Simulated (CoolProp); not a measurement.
R410A along the isotherm 120.65 °C: density (kg/m³) from the reference equation and from simpler models built on Tc = 71.3 °C, pc = 4901 kPa, ω = 0.296; each cubic takes its own stable root.

The numbers come from the reference Helmholtz-energy equation of state, Lemmon 2003 in CoolProp. It is a pseudo-pure fit of the blend.

| p (kPa) | phase | reference |
|---|---|---|
| 77.5 | gas | 1.724 |
| 114 | gas | 2.541 |
| 167 | gas | 3.731 |
| 245 | gas | 5.495 |
| 360 | gas | 8.118 |
| 528 | gas | 12.00 |
| 775 | gas | 17.84 |
| 1140 | gas | 26.72 |
| 1670 | gas | 40.25 |
| 2450 | gas | 61.69 |
| 3600 | gas | 97.30 |
| 5280 | supercritical | 161.1 |
| 7750 | supercritical | 296.2 |
| 11400 | supercritical | 555.1 |
| 16700 | supercritical | 745.0 |
| 24500 | supercritical | 865.1 |

**Question.** How far does each simpler model (ideal gas, van der Waals, Redlich-Kwong, Soave-Redlich-Kwong, Peng-Robinson) lie from the reference over these 16 states: mean and median of the absolute difference, and the worst?

**Answer.** 
- ideal gas: mean 16.6 %, median 6.7 %, worst -54.5 % at 120.65 °C and 11400 kPa
- van der Waals: mean 5.0 %, median 0.2 %, worst -27.1 % at 120.65 °C and 24500 kPa
- Redlich-Kwong: mean 2.5 %, median 0.1 %, worst -12.8 % at 120.65 °C and 16700 kPa
- Soave-Redlich-Kwong: mean 4.3 %, median 0.6 %, worst -18.6 % at 120.65 °C and 16700 kPa
- Peng-Robinson: mean 2.4 %, median 0.4 %, worst -12.0 % at 120.65 °C and 11400 kPa
